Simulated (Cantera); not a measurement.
What does this Cantera script print?

```python
import numpy as np
import cantera as ct

gas_names = """
    AL ALCL ALCL2 ALCL3 ALN ALO ALOCL ALO2 AL2 AL2CL6 AL2O AL2O2 CL CLO CL2 N NO NO2 NO3 N2 N2O O O2 O3
""".split()
cond_names = """
    AL(cr) AL(L) ALCL3(s) ALCL3(L) ALN(s) AL2O3(a) AL2O3(L)
""".split()


# ... load() reads the species with a 1 bar reference pressure and builds the phases ...
atoms = {
    'AlCl3': {'AL': 1, 'CL': 3},
    'N2O': {'N': 2, 'O': 1},
    'N2': {'N': 2},
}
top_T = {'ALN(s)': 2750}  # K; cautious upper limits of use, not melting points


# ... equilibrate(T, P, feed) seeds the gas with the atoms and calls Mixture.equilibrate('TP', solver="vcs", rtol=1e-11, max_steps=5000) ...
results = []
T = 1398.15  # K
P = 4600  # Pa
for m in [0.73, 1.2, 1.8, 2.9, 4.6, 7.3, 11]:
    feed = {'AlCl3': 1, 'N2O': m, 'N2': 43}  # mol
    mix = equilibrate(T, P, feed)
    results.append((T, P, feed, dict(zip(mix.species_names, mix.species_moles))))

top = {s: max(r[3][s] / sum(r[3][g] for g in gas_names) for r in results) for s in gas_names}
cols = sorted((s for s in top if top[s] > 1e-06), key=lambda s: -top[s])[:5]
seen = [c for c in cond_names if any(r[3].get(c, 0) > 1e-12 for r in results)]
print("log10 of partial pressures in bar; condensed amounts in mol")
print(f"{'n(N2O)':>10s}" + "".join(f"{s[:9]:>10s}" for s in cols + seen))
for T, P, feed, n in results:
    ng = sum(n[g] for g in gas_names)
    print(f"{feed['N2O']:10.4g}" + "".join(f"{np.log10(max(n[s] / ng * P / 1e5, 1e-99)):10.3f}" for s in cols)
          + "".join(f"{n.get(c, 0):10.4g}" for c in seen))
```

Output:

```
log10 of partial pressures in bar; condensed amounts in mol
    n(N2O)        N2        O2       CL2        CL     ALCL3  AL2O3(a)
      0.73    -1.352    -7.665    -3.351    -3.228    -3.283    0.2433
       1.2    -1.355    -6.601    -3.096    -3.100    -3.698    0.3998
       1.8    -1.357    -3.834    -2.991    -3.048    -5.617    0.4988
       2.9    -1.362    -3.181    -3.008    -3.057    -6.132    0.4996
       4.6    -1.368    -2.858    -3.035    -3.070    -6.414    0.4998
       7.3    -1.378    -2.618    -3.074    -3.090    -6.653    0.4999
        11    -1.389    -2.446    -3.124    -3.115    -6.858    0.4999
```

Cantera equilibrium calculation (NASA polynomials, part measured and part estimated; ideal gas, pure solids and liquids).
